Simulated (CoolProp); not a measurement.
Computed with CoolProp (reference Helmholtz-energy equation of state, Span 2003). It is a short technical equation, of lower accuracy than the large ones.

Question: Give the vapour pressure (bar), vapour Z, vapour viscosity (µPa s) of saturated n-heptane at 401.5 K.

Answer: 
```csv
T (K),p (bar),vapour Z,vapour viscosity (µPa s)
401.5,2.26,0.907,7.80
```

Viscosity comes from a separate model (Michailidou 2014).
